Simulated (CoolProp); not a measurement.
A single-stage vapour-compression cycle with the fluid: evaporating at 260.15 K (dew point), condensing at 307.15 K (bubble point), superheat 2 K, subcooling 8 K, compressor efficiency 0.9, no pressure losses. The same conditions are run with several fluids, on thermodynamics alone (safety and materials aside).

Model: reference Helmholtz-energy equation of state of each fluid (R245fa: Akasaka 2015; R125: Lemmon 2005; isobutene: Lemmon 2005; R21: Platzer 1990; propylene: Lemmon 2013; R236EA: Rui 2013), in CoolProp. The equations of Platzer and Polt are older, rougher fits.

| fluid | cooling COP | pressure ratio | discharge temperature (K) | refrigerating effect (kJ/kg) | volumetric capacity (kJ/m³) |
|---|---|---|---|---|---|
| R245fa | 4.38 | 7.21 | 311.1 | 163 | 290 |
| R125 | ___ | ___ | ___ | 94.3 | 2550 |
| isobutene | 4.39 | 4.99 | 314.8 | 311 | 661 |
| R21 | 4.48 | 6.14 | 345.8 | 212 | ___ |
| propylene | 4.18 | 3.70 | 324.6 | 302 | 2480 |
| R236EA | 4.26 | 6.45 | 307.2 | ___ | 395 |

Task: Complete the blanks.

Result: 
- R125, cooling COP: 3.83
- R125, pressure ratio: 3.99
- R125, discharge temperature (K): 313.3
- R21, volumetric capacity (kJ/m³): 407
- R236EA, refrigerating effect (kJ/kg): 128

The compression ends wet for: R236EA.
